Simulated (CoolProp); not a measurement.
Computed with CoolProp (reference Helmholtz-energy equation of state, Tillner-Roth 1997).

Problem. For CH2F2 (R32), give the phase and the cp (kJ/(kg K)), Prandtl number at 322.2 K and 0.154 MPa; 322.2 K and 0.274 MPa.

Solution. 
- 322.2 K and 0.154 MPa: gas; cp 0.885, Prandtl number 0.820
- 322.2 K and 0.274 MPa: gas; cp 0.904, Prandtl number 0.830

Viscosity comes from a separate model (Bell 2016), an estimate that may be off by 10 % or more. Thermal conductivity comes from a separate model (Huber 2003), an estimate that may be off by 10 % or more.
